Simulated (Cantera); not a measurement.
Input (Python, Cantera) and output of one run.

```python
import numpy as np
import cantera as ct

gas_names = """
    H HO2 H2 H2O H2O2 O OH O2 O3
""".split()
cond_names = """
    H2O(s) H2O(L)
""".split()


# ... load() reads the species with a 1 bar reference pressure and builds the phases ...
atoms = {
    'H2O': {'H': 2, 'O': 1},
    'H2': {'H': 2},
}
top_T = {}  # K; cautious upper limits of use, not melting points


# ... equilibrate(T, P, feed) seeds the gas with the atoms and calls Mixture.equilibrate('TP', solver="vcs", rtol=1e-11, max_steps=5000) ...
results = []
feed = {'H2O': 1, 'H2': 0.2}  # mol
T = 1923  # K
for P in [10, 52, 280, 1400, 7600, 40000, 210000, 1100000, 5700000, 30000000]:
    mix = equilibrate(T, P, feed)
    results.append((T, P, feed, dict(zip(mix.species_names, mix.species_moles))))

top = {s: max(r[3][s] / sum(r[3][g] for g in gas_names) for r in results) for s in gas_names}
cols = sorted((s for s in top if top[s] > 0.001), key=lambda s: -top[s])[:7]
seen = [c for c in cond_names if any(r[3].get(c, 0) > 1e-12 for r in results)]
print("log10 of partial pressures in bar; condensed amounts in mol")
print(f"{'P/Pa':>10s}" + "".join(f"{s[:9]:>10s}" for s in cols + seen))
for T, P, feed, n in results:
    ng = sum(n[g] for g in gas_names)
    print(f"{P:10.4g}" + "".join(f"{np.log10(max(n[s] / ng * P / 1e5, 1e-99)):10.3f}" for s in cols)
          + "".join(f"{n.get(c, 0):10.4g}" for c in seen))
```

It prints:

```
log10 of partial pressures in bar; condensed amounts in mol
      P/Pa       H2O        H2         H        OH        O2         O
        10    -4.111    -4.787    -5.419    -5.809    -6.254    -6.568
        52    -3.375    -4.073    -5.062    -5.429    -6.208    -6.546
       280    -2.636    -3.337    -4.695    -5.059    -6.203    -6.543
      1400    -1.935    -2.635    -4.344    -4.708    -6.205    -6.544
      7600    -1.199    -1.899    -3.975    -4.341    -6.206    -6.544
     4e+04    -0.477    -1.177    -3.614    -3.980    -6.207    -6.545
   2.1e+05     0.243    -0.456    -3.254    -3.620    -6.207    -6.545
   1.1e+06     0.962     0.263    -2.894    -3.260    -6.207    -6.545
   5.7e+06     1.677     0.978    -2.537    -2.903    -6.207    -6.545
     3e+07     2.398     1.699    -2.176    -2.543    -6.207    -6.545
```

These are equilibrium values from Cantera (NASA tables, ideal gas, pure condensed phases), not measurements of a reactor. The ideal-gas law is rough above about 30 bar.
